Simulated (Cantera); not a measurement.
## MgO + CO (carbothermic reduction)

Charge: 1 mol MgO, 5.8 mol CO, at 1050 K.

Equilibrium computed with Cantera from the NASA thermochemical tables; the gas is ideal and each condensed phase is pure. Candidate condensed phases: C, Mg, MgCO₃, MgO; 15 gas species. Equilibrium is a limit: real reactors are often held back by kinetics, nucleation or transport.

| P (Pa) | log p CO | log p CO₂ | log p Mg | n MgO(s) | n C(graphite) |
|---|---|---|---|---|---|
| 10 | -4.00 | -8.67 | -11.55 | 1.00 | 0 |
| 42 | -3.38 | -7.42 | -12.17 | 1.00 | 0 |
| 180 | -2.74 | -6.16 | -12.81 | 1.00 | 0.00223 |
| 750 | -2.13 | -4.92 | -13.43 | 1.00 | 0.00925 |
| 3200 | -1.50 | -3.67 | <-13 | 1.00 | 0.0389 |
| 13000 | -0.90 | -2.47 | <-12 | 1.00 | 0.149 |
| 56000 | -0.30 | -1.26 | <-12 | 1.00 | 0.515 |
| 240000 | 0.24 | -0.19 | <-11 | 1.00 | 1.24 |
| 1000000 | 0.69 | 0.71 | <-11 | 1.00 | 1.96 |
log p: log10 of the partial pressure in bar; n: condensed amount in mol.

From 10.0 Pa to 42.0 Pa the condensed part is MgO(s). From 1.80 mbar to 10.0 bar the condensed part is C(graphite) + MgO(s).
